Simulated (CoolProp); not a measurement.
Vapour-liquid equilibrium of cyclohexane (1) + n-nonane (2) at 0.0447 MPa; x and y are mole fractions of (1).

Values from CoolProp's multi-fluid Helmholtz-energy mixture model, Zhou 2014 and Lemmon 2006; pair parameters Bell 2016.

Q: Give the bubble temperature and the first vapour's composition at x = 0.25, 0.35, 0.45. Is there an azeotrope?

A: x = 0.25: 364.1 K, y = 0.738; x = 0.35: 356.7 K, y = 0.828; x = 0.45: 350.6 K, y = 0.886. No azeotrope shows between x = 0.05 and 0.95.

The pair parameters rest on a limited set of measurements; away from them the model extrapolates.
